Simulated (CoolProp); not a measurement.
R115 at several states: fugacity coefficient from the reference equation and from simpler models built on Tc = 353.1 K, pc = 31.29 bar, ω = 0.248; each cubic takes its own stable root.

The numbers come from the reference Helmholtz-energy equation of state, Lemmon 2016 in CoolProp.

```json
[
 {"T (K)": "228.7", "p (bar)": "54.3", "phase": "liquid", "reference": "0.01869"},
 {"T (K)": "325.5", "p (bar)": "5.71", "phase": "gas", "reference": "0.9227"},
 {"T (K)": "483.8", "p (bar)": "24.9", "phase": "gas", "reference": "0.9180"},
 {"T (K)": "352.4", "p (bar)": "18.9", "phase": "gas", "reference": "0.8031"},
 {"T (K)": "287.5", "p (bar)": "4.91", "phase": "gas", "reference": "0.9001"}
]
```

Q: How far does each simpler model (van der Waals, Redlich-Kwong, Soave-Redlich-Kwong, Peng-Robinson) lie from the reference over these 5 states: mean and median of the absolute difference, and the worst?

A: 
- van der Waals: mean 91.6 %, median 2.3 %, worst +449.5 % at 228.7 K and 54.3 bar
- Redlich-Kwong: mean 15.1 %, median 0.6 %, worst +72.5 % at 228.7 K and 54.3 bar
- Soave-Redlich-Kwong: mean 0.5 %, median 0.5 %, worst +0.9 % at 228.7 K and 54.3 bar
- Peng-Robinson: mean 1.6 %, median 1.4 %, worst -2.7 % at 352.4 K and 18.9 bar
